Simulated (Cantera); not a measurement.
**CH4 + H2 + HCl (carbon deposition, reforming and gasification)**

Input: 1 mol CH4, 2.4 mol H2, 0.00014 mol HCl, held at 0.133 bar.

Method: chemical equilibrium by Gibbs-energy minimisation in Cantera with the NASA 1993 tables (ideal gas, pure condensed phases). Candidate condensed phases: C, C6H6, C7H8, C8H18; 91 gas species. Rates play no part.

```csv
T (°C),x H2,x H,x C2H2 (acetylene),x C2H,x C3,x C4H2,n C(graphite)
2452,0.823,0.155,0.0212,0.000444,9.17e-5,0.000227,0.787
2477,0.808,0.168,0.0227,0.000549,0.000127,0.000266,0.768
2502,0.792,0.182,0.0243,0.000677,0.000174,0.000310,0.748
2527,0.775,0.197,0.0259,0.000831,0.000237,0.000359,0.727
2552,0.758,0.213,0.0275,0.00101,0.000321,0.000414,0.704
2577,0.739,0.229,0.0291,0.00123,0.000433,0.000476,0.680
2602,0.720,0.246,0.0307,0.00149,0.000581,0.000544,0.654
2627,0.701,0.263,0.0323,0.00180,0.000776,0.000620,0.626
2652,0.680,0.282,0.0338,0.00216,0.00103,0.000702,0.596
2677,0.659,0.300,0.0354,0.00257,0.00136,0.000792,0.562
2702,0.637,0.319,0.0368,0.00306,0.00179,0.000888,0.526
```
x: gas mole fraction; n: condensed amount in mol.

From 2452 °C to 2702 °C the condensed part is C(graphite). The main C-bearing gas is C2H2 (acetylene) throughout. The share of C in condensed phases is highest at 2452 °C (78.7 %) and lowest at 2702 °C (52.6 %).
